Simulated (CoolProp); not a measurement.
Values from CoolProp's reference Helmholtz-energy equation of state, Lemmon 2005. It is a short technical equation, of lower accuracy than the large ones.

Problem. For trans-2-butene, give the phase and the Z, cv (kJ/(kg K)), speed of sound (m/s), Joule-Thomson coefficient (K/MPa) at 352.3 K and 0.18 MPa.

Solution. 
- 352.3 K and 0.18 MPa: gas; Z 0.969, cv 1.63, speed of sound 233, Joule-Thomson coefficient 17.1
